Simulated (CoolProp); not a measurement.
A closed Brayton cycle with carbon dioxide: compressor inlet 331.15 K and 9.7 MPa, high pressure 27.8 MPa, turbine inlet 695 K, compressor efficiency 0.85, turbine efficiency 0.9, recuperator effectiveness 0.8 (on enthalpy, no pinch check). Each further row changes one setting.

Computed with CoolProp (reference Helmholtz-energy equation of state, Span 1996).

```tsv
case	thermal efficiency (%)	net work (kJ/kg)	compressor to turbine work	compressor exit (K)	turbine exit (K)
as stated	24.9	58.4	0.48	414.4	580.0
turbine inlet 645 K	22.4	48.0	[?]	414.4	[?]
compressor inlet 341.15 K	23.1	[?]	0.55	433.1	580.0
high pressure 23.6 MPa	24.1	52.9	0.45	[?]	597.5
recuperator effectiveness 0.5	[?]	58.4	0.48	414.4	580.0
```

Problem. Complete the blanks.

Solution. 
- turbine inlet 645 K, compressor to turbine work: 0.53
- turbine inlet 645 K, turbine exit (K): 534.3
- compressor inlet 341.15 K, net work (kJ/kg): 51.0
- high pressure 23.6 MPa, compressor exit (K): 401.1
- recuperator effectiveness 0.5, thermal efficiency (%): 19.9
